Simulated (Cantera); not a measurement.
**Reactions in the system Cr-H-N-O**

Standard-state values (1 bar) from the NASA 1993 polynomials, evaluated with Cantera. Values are per mole of reaction as written; species without (g) are pure solids or liquids, kept so even where they would boil at 1 bar.

3 H2O2(g) + Cr2N ⇌ N(g) + 3 H2O(g) + Cr2O3

```json
[
 {"T (K)": "300", "ΔH° (kJ)": "-853.3", "ΔS° (J/K)": "31.4", "ΔG° (kJ)": "-862.8", "log10 K": "150.22"},
 {"T (K)": "598", "ΔH° (kJ)": "-846.5", "ΔS° (J/K)": "48.6", "ΔG° (kJ)": "-875.6", "log10 K": "76.48"},
 {"T (K)": "748", "ΔH° (kJ)": "-845.6", "ΔS° (J/K)": "50.0", "ΔG° (kJ)": "-883.0", "log10 K": "61.66"},
 {"T (K)": "898", "ΔH° (kJ)": "-845.6", "ΔS° (J/K)": "50.1", "ΔG° (kJ)": "-890.6", "log10 K": "51.80"},
 {"T (K)": "1048", "ΔH° (kJ)": "-846.4", "ΔS° (J/K)": "49.3", "ΔG° (kJ)": "-898.0", "log10 K": "44.76"},
 {"T (K)": "1198", "ΔH° (kJ)": "-847.7", "ΔS° (J/K)": "48.1", "ΔG° (kJ)": "-905.3", "log10 K": "39.47"},
 {"T (K)": "1348", "ΔH° (kJ)": "-849.6", "ΔS° (J/K)": "46.6", "ΔG° (kJ)": "-912.4", "log10 K": "35.36"},
 {"T (K)": "1498", "ΔH° (kJ)": "-851.9", "ΔS° (J/K)": "45.0", "ΔG° (kJ)": "-919.3", "log10 K": "32.06"},
 {"T (K)": "1648", "ΔH° (kJ)": "-854.7", "ΔS° (J/K)": "43.2", "ΔG° (kJ)": "-925.9", "log10 K": "29.35"},
 {"T (K)": "1798", "ΔH° (kJ)": "-857.9", "ΔS° (J/K)": "41.4", "ΔG° (kJ)": "-932.3", "log10 K": "27.08"}
]
```
